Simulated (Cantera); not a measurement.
Input (Python, Cantera) and output of one run.

```python
import numpy as np
import cantera as ct

gas_names = """
    N NO NO2 NO3 N2 N2O O O2 O3 Pb PbO Pb2
""".split()
cond_names = """
    Pb(cr) Pb(L) PbO(rd) PbO(yw) PbO(L) PbO2(s) Pb3O4(s)
""".split()


# ... load() reads the species with a 1 bar reference pressure and builds the phases ...
atoms = {
    'PbO': {'Pb': 1, 'O': 1},
    'O2': {'O': 2},
    'N2': {'N': 2},
}
top_T = {'Pb3O4(s)': 820}  # K; cautious upper limits of use, not melting points


# ... equilibrate(T, P, feed) seeds the gas with the atoms and calls Mixture.equilibrate('TP', solver="vcs", rtol=1e-11, max_steps=5000) ...
results = []
P = 10000  # Pa
for T in [898, 948, 998, 1048, 1098, 1148, 1198, 1248, 1298, 1348, 1398, 1448, 1498, 1548]:
    for m in [2.4, 3.1, 4.2, 5.6, 7.5, 10, 13, 18, 24, 32, 43, 57, 76]:
        feed = {'PbO': 1, 'O2': 0.12, 'N2': m}  # mol
        mix = equilibrate(T, P, feed)
        results.append((T, P, feed, dict(zip(mix.species_names, mix.species_moles))))

for T, P, feed, n in results:
    print(f"{T:7g} {feed['N2']:10.4g}  " + (" + ".join(c for c in cond_names if n.get(c, 0) > 1e-12) or "gas only"))
```

Output:

```
    898        2.4  PbO(yw)
    898        3.1  PbO(yw)
    898        4.2  PbO(yw)
    898        5.6  PbO(yw)
    898        7.5  PbO(yw)
    898         10  PbO(yw)
    898         13  PbO(yw)
    898         18  PbO(yw)
    898         24  PbO(yw)
    898         32  PbO(yw)
    898         43  PbO(yw)
    898         57  PbO(yw)
    898         76  PbO(yw)
    948        2.4  PbO(yw)
    948        3.1  PbO(yw)
    948        4.2  PbO(yw)
    948        5.6  PbO(yw)
    948        7.5  PbO(yw)
    948         10  PbO(yw)
    948         13  PbO(yw)
    948         18  PbO(yw)
    948         24  PbO(yw)
    948         32  PbO(yw)
    948         43  PbO(yw)
    948         57  PbO(yw)
    948         76  PbO(yw)
    998        2.4  PbO(yw)
    998        3.1  PbO(yw)
    998        4.2  PbO(yw)
    998        5.6  PbO(yw)
    998        7.5  PbO(yw)
    998         10  PbO(yw)
    998         13  PbO(yw)
    998         18  PbO(yw)
    998         24  PbO(yw)
    998         32  PbO(yw)
    998         43  PbO(yw)
    998         57  PbO(yw)
    998         76  PbO(yw)
   1048        2.4  PbO(yw)
   1048        3.1  PbO(yw)
   1048        4.2  PbO(yw)
   1048        5.6  PbO(yw)
   1048        7.5  PbO(yw)
   1048         10  PbO(yw)
   1048         13  PbO(yw)
   1048         18  PbO(yw)
   1048         24  PbO(yw)
   1048         32  PbO(yw)
   1048         43  PbO(yw)
   1048         57  PbO(yw)
   1048         76  PbO(yw)
   1098        2.4  PbO(yw)
   1098        3.1  PbO(yw)
   1098        4.2  PbO(yw)
   1098        5.6  PbO(yw)
   1098        7.5  PbO(yw)
   1098         10  PbO(yw)
   1098         13  PbO(yw)
   1098         18  PbO(yw)
   1098         24  PbO(yw)
   1098         32  PbO(yw)
   1098         43  PbO(yw)
   1098         57  PbO(yw)
   1098         76  PbO(yw)
   1148        2.4  PbO(yw)
   1148        3.1  PbO(yw)
   1148        4.2  PbO(yw)
   1148        5.6  PbO(yw)
   1148        7.5  PbO(yw)
   1148         10  PbO(yw)
   1148         13  PbO(yw)
   1148         18  PbO(yw)
   1148         24  PbO(yw)
   1148         32  PbO(yw)
   1148         43  PbO(yw)
   1148         57  PbO(yw)
   1148         76  PbO(yw)
   1198        2.4  PbO(L)
   1198        3.1  PbO(L)
   1198        4.2  PbO(L)
   1198        5.6  PbO(L)
   1198        7.5  PbO(L)
   1198         10  PbO(L)
   1198         13  PbO(L)
   1198         18  PbO(L)
   1198         24  PbO(L)
   1198         32  PbO(L)
   1198         43  PbO(L)
   1198         57  PbO(L)
   1198         76  PbO(L)
   1248        2.4  PbO(L)
   1248        3.1  PbO(L)
   1248        4.2  PbO(L)
   1248        5.6  PbO(L)
   1248        7.5  PbO(L)
   1248         10  PbO(L)
   1248         13  PbO(L)
   1248         18  PbO(L)
   1248         24  PbO(L)
   1248         32  PbO(L)
   1248         43  PbO(L)
   1248         57  PbO(L)
   1248         76  PbO(L)
   1298        2.4  PbO(L)
   1298        3.1  PbO(L)
   1298        4.2  PbO(L)
   1298        5.6  PbO(L)
   1298        7.5  PbO(L)
   1298         10  PbO(L)
   1298         13  PbO(L)
   1298         18  PbO(L)
   1298         24  PbO(L)
   1298         32  PbO(L)
   1298         43  PbO(L)
   1298         57  PbO(L)
   1298         76  PbO(L)
   1348        2.4  PbO(L)
   1348        3.1  PbO(L)
   1348        4.2  PbO(L)
   1348        5.6  PbO(L)
   1348        7.5  PbO(L)
   1348         10  PbO(L)
   1348         13  PbO(L)
   1348         18  PbO(L)
   1348         24  PbO(L)
   1348         32  PbO(L)
   1348         43  PbO(L)
   1348         57  PbO(L)
   1348         76  PbO(L)
   1398        2.4  PbO(L)
   1398        3.1  PbO(L)
   1398        4.2  PbO(L)
   1398        5.6  PbO(L)
   1398        7.5  PbO(L)
   1398         10  PbO(L)
   1398         13  PbO(L)
   1398         18  PbO(L)
   1398         24  PbO(L)
   1398         32  PbO(L)
   1398         43  gas only
   1398         57  gas only
   1398         76  gas only
   1448        2.4  PbO(L)
   1448        3.1  PbO(L)
   1448        4.2  PbO(L)
   1448        5.6  PbO(L)
   1448        7.5  PbO(L)
   1448         10  PbO(L)
   1448         13  PbO(L)
   1448         18  PbO(L)
   1448         24  gas only
   1448         32  gas only
   1448         43  gas only
   1448         57  gas only
   1448         76  gas only
   1498        2.4  PbO(L)
   1498        3.1  PbO(L)
   1498        4.2  PbO(L)
   1498        5.6  PbO(L)
   1498        7.5  PbO(L)
   1498         10  gas only
   1498         13  gas only
   1498         18  gas only
   1498         24  gas only
   1498         32  gas only
   1498         43  gas only
   1498         57  gas only
   1498         76  gas only
   1548        2.4  PbO(L)
   1548        3.1  PbO(L)
   1548        4.2  PbO(L)
   1548        5.6  gas only
   1548        7.5  gas only
   1548         10  gas only
   1548         13  gas only
   1548         18  gas only
   1548         24  gas only
   1548         32  gas only
   1548         43  gas only
   1548         57  gas only
   1548         76  gas only
```

Cantera equilibrium calculation (NASA polynomials, part measured and part estimated; ideal gas, pure solids and liquids).
